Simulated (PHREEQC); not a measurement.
Make-up at 25 °C: 4.1 mmol/kgw HF, 11 mmol/kgw NH4F and 3.2 mmol/kgw (NH4)2SiF6. Closed to the air; pH follows from the charge balance.

All values are PHREEQC results (ion-association model, phreeqc.dat), not measurements.

This is a speciation only: nothing precipitates in the calculation.

Question: What pH, ionic strength does the model give?

Answer: pH 3.59; ionic strength 0.0209 mol/kgw.

Question: In which forms is F present?

Answer: SiF6-2 56 %, F- 32 %, HF 11 %, HF2- 0.9 % of the F.

SiF6-2 is the database's only silicon fluoride.
